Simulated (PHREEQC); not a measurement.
A solution holds 0.0062 mol/kgw TMAH and 0.0012 mol/kgw H3BO3, at 25 °C. Closed to the air; pH follows from the charge balance.

Equilibrium calculation in PHREEQC: ion-association model, phreeqc.dat.

```csv
quantity,before,after
pH,11.66,11.50
ionic strength (mol/kgw),0.00620,0.00620
H3BO3 (mol/kgw),4.20e-6,5.56e-6
```

### Question
Name the change that produced these shifts.
A) TMAH from 0.0062 to 0.00062 mol/kgw
B) temperature from 25 to 30 °C
C) temperature from 25 to 5 °C
D) H3BO3 from 0.0012 to 0.00108 mol/kgw
E) temperature from 25 to 90 °C

### Answer
B, temperature from 25 to 30 °C

No solid was allowed to form. (CH3)4N+ isn't in the database: it is added as a free cation with an ion size of 4 Å.
